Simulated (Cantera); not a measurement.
## Fluorocarbon and chlorocarbon gases: CCl4 + H2

A closed system holds: 1 mol CCl4, 8.6 mol H2, held at 1.30e-5 bar.

These are equilibrium values from Cantera (NASA tables, ideal gas, pure condensed phases), not measurements of a reactor. Candidate condensed phases: C, C6H6, C7H8, C8H18; 91 gas species. The numbers say what is thermodynamically allowed, not how fast it happens.

```csv
T (K),x H,x H2,x Cl,x HCl,x C3,x C,n C(graphite)
2123,0.496,0.248,0.152,0.104,3.69e-5,2.84e-5,0.984
2173,0.576,0.186,0.165,0.0727,0.000107,7.22e-5,0.978
2223,0.645,0.132,0.174,0.0489,0.000295,0.000176,0.964
2273,0.697,0.0896,0.179,0.0319,0.000776,0.000413,0.928
2323,0.734,0.0591,0.183,0.0205,0.00196,0.000932,0.841
2373,0.757,0.0382,0.184,0.0130,0.00475,0.00203,0.631
2423,0.767,0.0243,0.184,0.00818,0.0111,0.00429,0.148
2473,0.775,0.0157,0.184,0.00525,0.0122,0.00692,0
```
x: gas mole fraction; n: condensed amount in mol.

From 2123 K to 2423 K the condensed part is C(graphite). At 2473 K nothing is condensed. The main C-bearing gas is C2H2 (acetylene) at 2123 K and C3 at 2473 K. The share of C in condensed phases is highest at 2123 K (98.4 %) and lowest at 2473 K (0.0 %).
